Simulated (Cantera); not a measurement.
Input (Python, Cantera):

```python
import numpy as np
import cantera as ct

gas = ct.Solution("gri30.yaml")


def delay(T, t_max=10):
    gas.TPX = T, 1000000, {'CH4': 1, 'O2': 1.33, 'N2': 5.01}
    reactor = ct.IdealGasConstPressureReactor(gas, clone=False)
    net = ct.ReactorNet([reactor])
    net.rtol, net.atol = 1e-8, 1e-16
    while net.time < t_max:
        t_old, T_old = net.time, reactor.T
        net.step()
        if reactor.T > T + 400:  # ignition: a rise of 400 K
            return t_old + (T + 400 - T_old) / (reactor.T - T_old) * (net.time - t_old)
    return np.nan


taus = []
for T in [1125, 1225, 1325, 1425, 1525, 1625]:
    taus.append(delay(T))
    print(f"T0 = {T:6g} K   tau = {taus[-1]:.4e} s")
```

Result:

```
T0 =   1125 K   tau = 1.5337e-02 s
T0 =   1225 K   tau = 4.3241e-03 s
T0 =   1325 K   tau = 1.3691e-03 s
T0 =   1425 K   tau = 4.7449e-04 s
T0 =   1525 K   tau = 1.7702e-04 s
T0 =   1625 K   tau = 7.0870e-05 s
```

Model: GRI-Mech 3.0 (53 species, 325 reactions), integrated in Cantera.
